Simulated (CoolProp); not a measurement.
Vapour-liquid equilibrium of R22 (1) + methanol (2) at 0.0348 MPa; x and y are mole fractions of (1).

Model: multi-fluid Helmholtz-energy mixture model, Kamei 1995 and de Reuck 1993; pair parameters Bell 2016, in CoolProp.

### Question
Give the bubble temperature and the first vapour's composition at x = 0.25, 0.55, 0.75. Is there an azeotrope?

### Answer
x = 0.25: -42.8 °C, y = 0.996; x = 0.55: -53.8 °C, y = 0.999; x = 0.75: -57.4 °C, y = 0.999. No azeotrope shows between x = 0.05 and 0.95.

The pair parameters rest on a limited set of measurements; away from them the model extrapolates. With so large a gap from Raoult's law the liquid may split in two, which this calculation doesn't test in full.
